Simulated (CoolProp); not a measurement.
A Linde-Hampson liquefier for carbon monoxide: isothermal reversible compression at 280 K from 1 atm to 5 MPa, throttling to 1 atm, return gas leaving the recuperator 5 K below the feed. Each further row changes one setting.

Values from CoolProp's reference Helmholtz-energy equation of state, Lemmon 2006. It is a short technical equation, of lower accuracy than the large ones.

```json
[
 {"case": "as stated", "liquid yield per pass": "[?]", "compression work (kJ/kg of gas)": "322"},
 {"case": "high pressure 10 MPa", "liquid yield per pass": "[?]", "compression work (kJ/kg of gas)": "[?]"},
 {"case": "warm-end temperature 310 K", "liquid yield per pass": "[?]", "compression work (kJ/kg of gas)": "358"},
 {"case": "warm-end gap 10 K", "liquid yield per pass": "0.009", "compression work (kJ/kg of gas)": "322"}
]
```

**Question.** Complete the blanks.

**Answer.** 
- as stated, liquid yield per pass: 0.021
- high pressure 10 MPa, liquid yield per pass: 0.051
- high pressure 10 MPa, compression work (kJ/kg of gas): 379
- warm-end temperature 310 K, liquid yield per pass: 0.013
